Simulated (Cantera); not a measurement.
Charge: 1 mol SiH₂Cl₂, 770 mol H₂, 0.29 mol Cl₂, at 1123.15 K and 66000 Pa.

Equilibrium computed with Cantera from the NASA thermochemical tables; the gas is ideal and each condensed phase is pure. The numbers say what is thermodynamically allowed, not how fast it happens.

| species | before | after |
|---|---|---|
| H₂ | 0.997 | 0.999 |
| HCl | 0.00309 | 0.000742 |
| SiH₂Cl₂ | 2.60e-5 | 1.50e-6 |
| SiHCl₃ | 3.84e-5 | 5.29e-7 |
| SiCl₂ | 2.02e-5 | 1.16e-6 |
| Si(s), mol | 0.923 | 2.00 |
Gas species are given as mole fractions.

Question: Name the change that produced these shifts.
A. H₂ from 770 to 140 mol
B. SiH₂Cl₂ replaced by Si₂H₆
C. SiH₂Cl₂ replaced by Si₂Cl₆
D. H₂ from 770 to 120 mol

Answer: B, SiH₂Cl₂ replaced by Si₂H₆. The feed counts by its element totals alone
